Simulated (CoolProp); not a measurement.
Vapour-liquid equilibrium of m-xylene (1) + n-undecane (2) at 510.9 K; x and y are mole fractions of (1).

The numbers come from the multi-fluid Helmholtz-energy mixture model, Zhou 2012 and Aleksandrov 2011; pair parameters Bell 2016 in CoolProp.

```json
[
 {"x": "0.05", "bubble pressure (bar)": "2.796", "y at the bubble point": "0.117", "dew pressure at overall composition x (bar)": "2.659", "liquid density (mol/L)": "3.654"},
 {"x": "0.125", "bubble pressure (bar)": "3.148", "y at the bubble point": "0.265", "dew pressure at overall composition x (bar)": "2.812", "liquid density (mol/L)": "3.780"},
 {"x": "0.2", "bubble pressure (bar)": "3.509", "y at the bubble point": "0.386", "dew pressure at overall composition x (bar)": "2.984", "liquid density (mol/L)": "3.913"},
 {"x": "0.275", "bubble pressure (bar)": "3.879", "y at the bubble point": "0.489", "dew pressure at overall composition x (bar)": "3.176", "liquid density (mol/L)": "4.055"},
 {"x": "0.35", "bubble pressure (bar)": "4.260", "y at the bubble point": "0.576", "dew pressure at overall composition x (bar)": "3.393", "liquid density (mol/L)": "4.206"},
 {"x": "0.425", "bubble pressure (bar)": "4.652", "y at the bubble point": "0.651", "dew pressure at overall composition x (bar)": "3.640", "liquid density (mol/L)": "4.367"},
 {"x": "0.5", "bubble pressure (bar)": "5.058", "y at the bubble point": "0.717", "dew pressure at overall composition x (bar)": "3.925", "liquid density (mol/L)": "4.538"},
 {"x": "0.575", "bubble pressure (bar)": "5.477", "y at the bubble point": "0.775", "dew pressure at overall composition x (bar)": "4.256", "liquid density (mol/L)": "4.722"},
 {"x": "0.65", "bubble pressure (bar)": "5.909", "y at the bubble point": "0.827", "dew pressure at overall composition x (bar)": "4.645", "liquid density (mol/L)": "4.918"},
 {"x": "0.725", "bubble pressure (bar)": "6.355", "y at the bubble point": "0.872", "dew pressure at overall composition x (bar)": "5.110", "liquid density (mol/L)": "5.128"},
 {"x": "0.8", "bubble pressure (bar)": "6.813", "y at the bubble point": "0.913", "dew pressure at overall composition x (bar)": "5.677", "liquid density (mol/L)": "5.354"},
 {"x": "0.875", "bubble pressure (bar)": "7.283", "y at the bubble point": "0.949", "dew pressure at overall composition x (bar)": "6.386", "liquid density (mol/L)": "5.598"},
 {"x": "0.95", "bubble pressure (bar)": "7.762", "y at the bubble point": "0.981", "dew pressure at overall composition x (bar)": "7.303", "liquid density (mol/L)": "5.862"}
]
```

No azeotrope shows between x = 0.05 and 0.95.

The pair parameters rest on a limited set of measurements; away from them the model extrapolates.
